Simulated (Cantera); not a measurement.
A Cantera script and its output.

```python
import numpy as np
import cantera as ct

gas = ct.Solution("gri30.yaml")
gas.TPX = 1125, 110000, {'C3H8': 1, 'H2': 89, 'H2O': 0.45}
reactor = ct.IdealGasConstPressureReactor(gas, energy="off", clone=False)
net = ct.ReactorNet([reactor])
net.rtol, net.atol = 1e-08, 1e-18
show = ['C3H8', 'H2', 'C2H2', 'CH3', 'CH2', 'C2H4', 'C2H6']
times = np.geomspace(0.0001, 70, 13)

steps = ct.SolutionArray(gas, extra=["t"])
rows = []
print(f"{'t/s':>10s}{'T/K':>9s}{'P/Pa':>11s}" + "".join(f"{s:>11s}" for s in show))
for t in times:
    while net.time < t:
        t_next = net.step()
        steps.append(gas.state, t=t_next)
    rows.append([np.interp(t, steps.t, y) for y in (steps.T, steps.P, *steps(*show).X.T)])
    print(f"{t:10.3e}{rows[-1][0]:9.1f}{rows[-1][1]:11.4g}" + "".join(f"{x:11.3e}" for x in rows[-1][2:]))
rate = np.gradient(steps.T, steps.t)
print("integrator steps:", len(steps.t))
if steps.T.max() > steps.T[0] + 200:
    print(f"time of steepest temperature rise: {steps.t[rate.argmax()]:.4e} s")
gas.TPX = 1125, 110000, {'C3H8': 1, 'H2': 89, 'H2O': 0.45}
gas.equilibrate("TP")
print(f"equilibrium (TP): T = {gas.T:.1f} K  " + "  ".join(f"{s} {gas[s].X[0]:.3e}" for s in show))
```

Output:

```
       t/s      T/K       P/Pa       C3H8         H2       C2H2        CH3        CH2       C2H4       C2H6
 1.000e-04   1125.0    1.1e+05  1.104e-02  9.840e-01  1.116e-11  7.263e-07  1.681e-13  1.034e-05  3.585e-07
 3.070e-04   1125.0    1.1e+05  1.096e-02  9.839e-01  9.648e-10  2.103e-06  1.477e-12  9.595e-05  1.232e-06
 9.423e-04   1125.0    1.1e+05  1.036e-02  9.833e-01  5.050e-08  3.847e-06  5.183e-12  6.776e-04  6.691e-06
 2.893e-03   1125.0    1.1e+05  8.340e-03  9.813e-01  8.859e-07  3.357e-06  4.558e-12  2.625e-03  5.727e-05
 8.879e-03   1125.0    1.1e+05  4.555e-03  9.776e-01  6.948e-06  1.792e-06  1.913e-12  6.028e-03  3.657e-04
 2.726e-02   1125.0    1.1e+05  1.229e-03  9.742e-01  2.719e-05  5.348e-07  3.319e-13  8.317e-03  1.254e-03
 8.367e-02   1125.0    1.1e+05  1.213e-04  9.730e-01  6.073e-05  2.132e-07  8.155e-14  8.156e-03  2.328e-03
 2.568e-01   1125.0    1.1e+05  8.374e-07  9.724e-01  1.092e-04  2.083e-07  7.687e-14  7.254e-03  2.905e-03
 7.884e-01   1125.0    1.1e+05  4.838e-07  9.712e-01  1.422e-04  2.362e-07  8.393e-14  6.341e-03  2.613e-03
 2.420e+00   1125.0    1.1e+05  4.171e-07  9.686e-01  1.090e-04  2.798e-07  8.860e-14  4.550e-03  1.870e-03
 7.429e+00   1125.0    1.1e+05  2.074e-07  9.650e-01  5.112e-05  2.826e-07  6.763e-14  2.149e-03  8.810e-04
 2.280e+01   1125.0    1.1e+05  4.322e-08  9.627e-01  1.416e-05  1.890e-07  2.597e-14  6.005e-04  2.449e-04
 7.000e+01   1125.0    1.1e+05  3.261e-09  9.620e-01  1.963e-06  7.813e-08  4.229e-15  8.222e-05  3.271e-05
integrator steps: 1264
equilibrium (TP): T = 1125.0 K  C3H8 1.742e-11  H2 9.668e-01  C2H2 2.068e-08  CH3 2.268e-08  CH2 4.149e-16  C2H4 9.241e-07  C2H6 3.886e-07
```

Detailed kinetics in Cantera: GRI-Mech 3.0 (53 species, 325 reactions). GRI-Mech 3.0 was tuned for natural gas; its chemistry of propane as a main component is partial and can be far from experiment. GRI-Mech 3.0 stops at C3 and has no aromatics, soot or wall deposition, so with more carbon than oxygen in the feed, carbon stays in small species such as C2H2 where larger ones or solid carbon would form.
